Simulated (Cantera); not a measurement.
Feed: 1 mol N₂O, 5.4 mol H₂O, 3.3 mol N₂, held at 1475 K and 5.00 bar.

Equilibrium computed with Cantera from the NASA thermochemical tables; the gas is ideal and each condensed phase is pure. Candidate condensed phases: H₂O; 24 gas species. Rates play no part.

Base state: H₂O 0.529, N₂ 0.421, O₂ 0.0488, NO 0.000381, OH 6.70e-5 (mole fractions); condensed: gas only.

Q: What changes in the equilibrium state with this change: temperature from 1475 K to 2575 K?

A: 
```
species   before    after
-------  -------  -------
H₂O        0.529    0.504
N₂         0.421    0.413
O₂        0.0488   0.0435
OH       6.70e-5   0.0184
H₂       1.44e-6  0.00915
H        6.97e-9  0.00148
O        2.84e-7  0.00194
HO₂      1.87e-7  1.79e-5
```
